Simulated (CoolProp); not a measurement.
Saturated liquid density (kg/m³) of 1-butene: the reference equation beside estimates from Tc = 419.3 K, pc = 4006 kPa, ω = 0.192.

The numbers come from the reference Helmholtz-energy equation of state, Lemmon 2005 in CoolProp. It is a short technical equation, of lower accuracy than the large ones.

| T (K) | reference | van der Waals | Redlich-Kwong | Peng-Robinson |
|---|---|---|---|---|
| 274 | 617.4 | 382.3 | 558.7 | 647.5 |
| 279.4 | 611.0 | 378.4 | 552.0 | 640.6 |
| 284.7 | 604.7 | 374.6 | 545.2 | 633.6 |
| 290 | 598.3 | 370.6 | 538.2 | 626.3 |
| 295.3 | 591.7 | 366.6 | 531.0 | 618.8 |
| 300.6 | 585.1 | 362.5 | 523.7 | 611.0 |
| 306 | 578.2 | 358.1 | 516.0 | 602.8 |
| 311.3 | 571.3 | 353.8 | 508.2 | 594.5 |
| 316.6 | 564.2 | 349.3 | 500.1 | 585.8 |

Absolute difference from the reference over all 9 rows, mean and median: van der Waals 38.1 and 38.1 %, Redlich-Kwong 10.3 and 10.3 %, Peng-Robinson 4.5 and 4.6 %.
